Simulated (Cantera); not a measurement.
An adiabatic, constant-pressure homogeneous reactor starts with CH₄ : C₂H₆ : O₂ : N₂ = 1 : 0.16 : 7.11 : 64 (molar parts), at 1150 K and 9.00 bar.

Detailed kinetics in Cantera: GRI-Mech 3.0 (53 species, 325 reactions).

One state of this run: T (K) = 1551; x CH₄ = <1e-12; x C₂H₆ = <1e-12; x O₂ = 0.0630; x O = 1.24e-5; x H = 4.88e-7; x CH₂O = <1e-12. x: mole fraction; the columns are a selection and need not sum to one.

Which value of t (s) does it belong to?
A. 0.00447
B. 0.00149
C. 1.81e-5
D. 6.02e-6

A, 0.00447
